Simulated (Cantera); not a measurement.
A perfectly stirred reactor is fed with H2 : O2 : N2 = 1.6 : 1 : 19 (molar parts), equivalence ratio 0.80, at 0.109 atm; it is held at 925 K, and followed from long to short residence time.

Computed with Cantera and GRI-Mech 3.0 (53 species, 325 reactions). Radical loss at walls, strong at low pressure, is not modelled. Below about 950 K walls govern HO2 and H2O2 in real vessels. The temperature is held fixed by assumption; the heat of reaction is taken as removed at once.

Question: What does this change do: temperature 925 to 1198 K?

Answer: 
| quantity | before | after |
|---|---|---|
| x(H2) at τ = 6.60 s | 0.000425 | 0.000238 |
| x(O2) at τ = 6.60 s | 0.00982 | 0.00968 |
| x(H) at τ = 6.60 s | 2.90e-5 | 5.95e-5 |
| x(OH) at τ = 6.60 s | 2.53e-5 | 0.000170 |
| x(H2O2) at τ = 6.60 s | 1.13e-7 | 1.06e-7 |
| x(H2) at τ = 0.140 s | 0.00385 | 0.00243 |
| x(O2) at τ = 0.140 s | 0.0117 | 0.0109 |
| x(H) at τ = 0.140 s | 0.00105 | 0.00214 |
| x(OH) at τ = 0.140 s | 0.000112 | 0.000582 |
| x(H2O2) at τ = 0.140 s | 9.83e-8 | 1.93e-7 |
